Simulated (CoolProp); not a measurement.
Carbon dioxide at 298.15 K and 12.3 MPa flows at 0.88 m/s in a round tube of 6 mm bore and 0.25 µm roughness, fully developed (64/Re and Nu = 3.66 if laminar; Colebrook and Gnielinski if turbulent). Each further row changes one setting.

Model: reference Helmholtz-energy equation of state, Span 1996, in CoolProp.

| case | Reynolds number | Darcy friction factor | pressure drop (Pa/m) | heat-transfer coefficient (W/(m² K)) | mass flow (kg/h) |
|---|---|---|---|---|---|
| as stated | 55300 | 0.0206 | 1130 | 3350 | 76.0 |
| velocity 1.76 m/s | 111000 | 0.0179 | 3910 | 5980 | 152 |
| diameter 12 mm | 111000 | 0.0177 | 486 | 2970 | 304 |

Viscosity comes from a separate model (Laesecke 2017). Thermal conductivity comes from a separate model (Huber 2016).
